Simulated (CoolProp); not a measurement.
A simple Rankine cycle with ammonia: condensing at 299.15 K, boiler at 3.23 MPa, turbine inlet 347 K, turbine efficiency 0.8, pump efficiency 0.6, no recuperator. Each further row changes one setting.

Computed with CoolProp (reference Helmholtz-energy equation of state, Gao 2020).

| case | thermal efficiency (%) | net work (kJ/kg) | heat in (kJ/kg) | turbine exit temperature (K) | volume ratio over the turbine |
|---|---|---|---|---|---|
| as stated | 9.0 | 106 | 1180 | 299.1 | 2.84 |
| turbine inlet 367 K | 9.2 | 115 | 1260 | 299.1 | 2.66 |
| condensing temperature 291.15 K | 10.5 | 128 | 1220 | 291.2 | 3.58 |
| boiler pressure 2.26 MPa | 6.5 | 80.3 | 1240 | 299.1 | 1.94 |
| turbine efficiency 0.7 | 7.8 | 91.7 | 1180 | 299.1 | 2.88 |

The expansion ends wet for: as stated; turbine inlet 367 K; condensing temperature 291.15 K; boiler pressure 2.26 MPa; turbine efficiency 0.7.
